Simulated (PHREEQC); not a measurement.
A solution holds 0.091 mol/kgw HF, 0.0039 mol/kgw NH4HF2 and 0.0012 mol/kgw (NH4)2SiF6, at 25 °C and 500 atm. Closed to the air; pH follows from the charge balance.

Computed with PHREEQC (ion-association model, phreeqc.dat).

| quantity | before | after |
|---|---|---|
| pH | 2.09 | 2.26 |
| ionic strength (mol/kgw) | 0.0165 | 0.00981 |
| F- (mol/kgw) | 0.0102 | 0.00709 |
| HF2- (mol/kgw) | 0.00272 | 0.000918 |
| NH3 (mol/kgw) | 3.38e-10 | 2.55e-10 |

Task: Which change was made?
A. HF replaced by HBF4 at the same molality
B. diluted 2-fold with water
C. diluted 10-fold with water
D. (NH4)2SiF6 left out

Result: B, diluted 2-fold with water

No solid was allowed to form. Under pressure, the constants of complexes without a molar volume in the database are unreliable. SiF6-2 is the database's only silicon fluoride.
